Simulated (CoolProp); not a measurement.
Ethanol along the isotherm 346.85 °C: fugacity coefficient from the reference equation and from simpler models built on Tc = 241.6 °C, pc = 6.268 MPa, ω = 0.644; each cubic takes its own stable root.

Computed with CoolProp (reference Helmholtz-energy equation of state, Schroeder 2014).

```
p (MPa)          phase  reference
-------  -------------  ---------
1.04               gas     0.9800
2.09               gas     0.9599
3.13               gas     0.9402
4.18               gas     0.9204
5.22               gas     0.9009
6.27     supercritical     0.8812
7.31     supercritical     0.8617
8.36     supercritical     0.8420
9.4      supercritical     0.8225
10.4     supercritical     0.8037
11.5     supercritical     0.7831
12.5     supercritical     0.7644
13.6     supercritical     0.7440
14.6     supercritical     0.7259
15.7     supercritical     0.7065
```

Task: How far does each simpler model (van der Waals, Redlich-Kwong, Soave-Redlich-Kwong, Peng-Robinson) lie from the reference over these 15 states: mean and median of the absolute difference, and the worst?

Result: 
- van der Waals: mean 9.8 %, median 10.0 %, worst -17.3 % at 346.85 °C and 15.7 MPa
- Redlich-Kwong: mean 9.2 %, median 9.8 %, worst -15.3 % at 346.85 °C and 15.7 MPa
- Soave-Redlich-Kwong: mean 1.4 %, median 1.5 %, worst -2.1 % at 346.85 °C and 8.36 MPa
- Peng-Robinson: mean 4.7 %, median 5.4 %, worst -6.3 % at 346.85 °C and 11.5 MPa
